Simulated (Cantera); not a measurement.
An isothermal, constant-pressure homogeneous reactor starts with 21.1 % H2, 31.5 % O2, 47.3 % N2, at 1375 K and 0.200 bar.

Cantera simulation using GRI-Mech 3.0 (53 species, 325 reactions); the numbers are that mechanism's predictions, not measurements. The temperature is held fixed by assumption; the heat of reaction is taken as removed at once.

x: mole fraction; the columns are a selection and need not sum to one.

```tsv
t (s)	x H2	x O2	x HO2	x N2O	x NO
0.000800	0.00142	0.232	…	8.04e-8	1.18e-5
0.00153	0.000335	0.234	…	9.93e-8	1.19e-5
0.00293	8.66e-5	0.234	…	1.11e-7	1.19e-5
0.00559	2.66e-5	0.234	…	1.17e-7	1.19e-5
0.0107	9.60e-6	0.234	…	1.21e-7	1.19e-5
0.0205	3.90e-6	0.234	…	1.21e-7	1.19e-5
0.0391	1.75e-6	0.235	…	1.19e-7	1.19e-5
0.0748	8.61e-7	0.235	…	1.12e-7	1.19e-5
0.143	4.94e-7	0.235	8.14e-8	9.76e-8	1.19e-5
0.273	3.64e-7	0.235	8.14e-8	7.46e-8	1.19e-5
0.523	3.38e-7	0.235	8.19e-8	4.61e-8	1.19e-5
1.00	3.36e-7	0.235	8.20e-8	2.30e-8	1.19e-5
```

Q: Fill in the missing entries.

A: 
- 0.000800, x HO2: 2.30e-5
- 0.00153, x HO2: 9.80e-6
- 0.00293, x HO2: 3.41e-6
- 0.00559, x HO2: 1.24e-6
- 0.0107, x HO2: 5.02e-7
- 0.0205, x HO2: 2.32e-7
- 0.0391, x HO2: 1.28e-7
- 0.0748, x HO2: 9.06e-8
